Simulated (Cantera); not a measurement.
# Low-pressure radical oxidation in H2/O2

An isothermal, constant-pressure homogeneous reactor starts with H2 : O2 = 0.11 : 1 (molar parts), at 975 K and 0.00740 bar.

Computed with Cantera and GRI-Mech 3.0 (53 species, 325 reactions). Radical loss at walls, strong at low pressure, is not modelled. The temperature is held fixed by assumption; the heat of reaction is taken as removed at once.

| t (s) | x H2 | x O2 | x H2O | x O | x OH | x HO2 |
|---|---|---|---|---|---|---|
| 3.00e-6 | 0.0991 | 0.901 | <1e-12 | <1e-12 | <1e-12 | <1e-12 |
| 1.05e-5 | 0.0991 | 0.901 | <1e-12 | <1e-12 | <1e-12 | 2.51e-12 |
| 3.70e-5 | 0.0991 | 0.901 | <1e-12 | <1e-12 | <1e-12 | 8.82e-12 |
| 0.000130 | 0.0991 | 0.901 | 2.19e-12 | 5.58e-12 | 4.21e-12 | 3.10e-11 |
| 0.000456 | 0.0991 | 0.901 | 5.88e-11 | 5.93e-11 | 3.09e-11 | 1.09e-10 |
| 0.00160 | 0.0991 | 0.901 | 2.51e-9 | 1.32e-9 | 5.54e-10 | 4.04e-10 |
| 0.00562 | 0.0991 | 0.901 | 1.28e-5 | 5.94e-6 | 2.45e-6 | 1.07e-7 |
| 0.0197 | 0.00298 | 0.860 | 0.0852 | 0.0260 | 0.00248 | 6.25e-6 |
| 0.0693 | 0.000593 | 0.889 | 0.102 | 0.00573 | 0.00102 | 5.11e-6 |
| 0.243 | 4.30e-5 | 0.895 | 0.104 | 0.000425 | 0.000254 | 1.80e-6 |
| 0.854 | 3.05e-6 | 0.896 | 0.104 | 3.33e-5 | 7.13e-5 | 3.15e-7 |
| 3.00 | 3.28e-7 | 0.896 | 0.104 | 4.12e-6 | 2.52e-5 | 5.17e-8 |
x: mole fraction; the columns are a selection and need not sum to one.

Equilibrium at this temperature and pressure: H2 5.25e-11, O2 0.896, H2O 0.104, O 7.99e-10, OH 3.50e-7, HO2 5.49e-10 (gas phase only).
